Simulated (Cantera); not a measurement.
Cantera run, input and output.

```python
import numpy as np
import cantera as ct

gas = ct.Solution("SiF4_NH3_mec.yaml", "gas")
gas.TPX = 2375, 1333, {'NH3': 1, 'N2': 8.6}
reactor = ct.IdealGasConstPressureReactor(gas, energy="off", clone=False)
net = ct.ReactorNet([reactor])
net.rtol, net.atol = 1e-08, 1e-18
show = ['NH3', 'H', 'NH2', 'N2H2', 'N', 'NH']
times = np.geomspace(4e-06, 1, 13)

steps = ct.SolutionArray(gas, extra=["t"])
rows = []
print(f"{'t/s':>10s}{'T/K':>9s}{'P/Pa':>11s}" + "".join(f"{s:>11s}" for s in show))
for t in times:
    while net.time < t:
        t_next = net.step()
        steps.append(gas.state, t=t_next)
    rows.append([np.interp(t, steps.t, y) for y in (steps.T, steps.P, *steps(*show).X.T)])
    print(f"{t:10.3e}{rows[-1][0]:9.1f}{rows[-1][1]:11.4g}" + "".join(f"{x:11.3e}" for x in rows[-1][2:]))
rate = np.gradient(steps.T, steps.t)
print("integrator steps:", len(steps.t))
if steps.T.max() > steps.T[0] + 200:
    print(f"time of steepest temperature rise: {steps.t[rate.argmax()]:.4e} s")
gas.TPX = 2375, 1333, {'NH3': 1, 'N2': 8.6}
gas.equilibrate("TP")
print(f"equilibrium (TP): T = {gas.T:.1f} K  " + "  ".join(f"{s} {gas[s].X[0]:.3e}" for s in show))
```

Output:

```
       t/s      T/K       P/Pa        NH3          H        NH2       N2H2          N         NH
 4.000e-06   2375.0       1333  1.042e-01  1.609e-06  2.019e-06  1.583e-13  1.189e-16  1.203e-11
 1.127e-05   2375.0       1333  1.042e-01  3.701e-06  6.521e-06  3.491e-12  1.399e-14  2.276e-10
 3.175e-05   2375.0       1333  1.041e-01  6.386e-06  2.240e-05  7.240e-11  1.337e-12  4.047e-09
 8.944e-05   2375.0       1333  1.041e-01  7.444e-06  7.357e-05  1.104e-09  6.831e-11  5.338e-08
 2.520e-04   2375.0       1333  1.039e-01  7.548e-06  2.197e-04  1.268e-08  2.073e-09  5.530e-07
 7.099e-04   2375.0       1333  1.035e-01  8.690e-06  6.213e-04  1.482e-07  4.309e-08  4.935e-06
 2.000e-03   2375.0       1333  1.021e-01  2.133e-05  1.627e-03  1.451e-06  3.976e-07  2.540e-05
 5.635e-03   2375.0       1333  9.618e-02  9.948e-05  2.463e-03  4.980e-06  3.433e-06  7.095e-05
 1.587e-02   2375.0       1333  7.905e-02  2.413e-04  1.677e-03  3.694e-06  1.038e-05  8.914e-05
 4.472e-02   2375.0       1333  4.751e-02  4.988e-04  9.618e-04  1.803e-06  1.548e-05  8.264e-05
 1.260e-01   2375.0       1333  1.375e-02  9.988e-04  3.565e-04  3.840e-07  1.497e-05  5.100e-05
 3.550e-01   2375.0       1333  7.310e-04  2.464e-03  4.147e-05  1.165e-08  9.825e-06  1.437e-05
 1.000e+00   2375.0       1333  3.488e-06  8.346e-03  6.853e-07  9.939e-12  1.990e-06  8.371e-07
integrator steps: 1290
equilibrium (TP): T = 2375.0 K  NH3 5.888e-09  H 4.214e-02  NH2 6.801e-09  N2H2 2.892e-14  N 6.830e-07  NH 4.888e-08
```

Detailed kinetics in Cantera: the gas-phase N/H chemistry of the illustrative SiF4/NH3 mechanism in the Surface Chemkin manual (1991). Walls and surfaces, which speed up NH3 decomposition in real reactors, are not modelled.
